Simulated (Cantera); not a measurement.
Ignition delay

Mixture: CO : H₂ : O₂ : N₂ : H₂O = 1 : 0.6 : 0.842 : 3.17 : 1.5 (molar parts), at 10.0 bar, adiabatic and at constant pressure. Ignition delay is the time to a rise of 400 K.

Model: GRI-Mech 3.0 (53 species, 325 reactions), integrated in Cantera. The hydrogen kinetics of GRI-Mech 3.0 are dated; newer H2 mechanisms differ, most at raised pressure. Below about 950 K walls govern HO2 and H2O2 in real vessels.

| T0 (K) | delay (ms) |
|---|---|
| 900 | 94.8 |
| 1000 | 8.97 |
| 1100 | 1.26 |
| 1200 | 0.227 |
| 1300 | 0.0464 |
| 1400 | 0.0114 |
| 1500 | 0.00453 |
| 1600 | 0.00269 |
| 1700 | 0.00194 |

| Item | Result |
|---|---|
| apparent activation energy between 1500 and 1700 K | 90 kJ/mol |
